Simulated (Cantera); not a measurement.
# Thermodynamics of hydrogen reduction and annealing atmospheres, feed TiO₂ + H₂

Input: 1 mol TiO₂, a varied amount of H₂, equilibrated at 1875 K and 0.100 bar.

Method: chemical equilibrium by Gibbs-energy minimisation in Cantera with the NASA 1993 tables (ideal gas, pure condensed phases). Candidate condensed phases: H₂O, Ti, TiO, TiO₂, Ti₂O₃, Ti₃O₅, Ti₄O₇; 12 gas species. Mutual solubility and eutectic melting of coexisting phases are not modelled. Kinetics and transport are ignored.

From 6.2 mol H₂ to 130 mol H₂ the condensed part is Ti₃O₅(s). At 200 mol H₂ the condensed part is Ti₂O₃(s) + Ti₃O₅(s). From 310 mol H₂ to 750 mol H₂ the condensed part is Ti₂O₃(s). The main Ti-bearing gas is TiO₂ at 6.2 mol H₂ and TiO at 750 mol H₂.

```tsv
n(H₂) (mol)	x H₂	x H₂O	x H	x OH	n Ti₃O₅(s)	n Ti₂O₃(s)
6.2	0.944	0.0537	0.00201	8.93e-6	0.333	0
9.6	0.963	0.0347	0.00203	5.71e-6	0.333	0
15	0.976	0.0222	0.00205	3.63e-6	0.333	0
23	0.983	0.0145	0.00206	2.36e-6	0.333	0
35	0.988	0.00951	0.00206	1.55e-6	0.333	0
55	0.992	0.00605	0.00206	9.82e-7	0.333	0
84	0.994	0.00396	0.00207	6.42e-7	0.333	0
130	0.995	0.00256	0.00207	4.15e-7	0.333	0
200	0.996	0.00218	0.00207	3.52e-7	0.128	0.307
310	0.996	0.00161	0.00207	2.61e-7	0	0.500
480	0.997	0.00104	0.00207	1.68e-7	0	0.500
750	0.997	0.000666	0.00207	1.08e-7	0	0.500
```
x: gas mole fraction; n: condensed amount in mol.
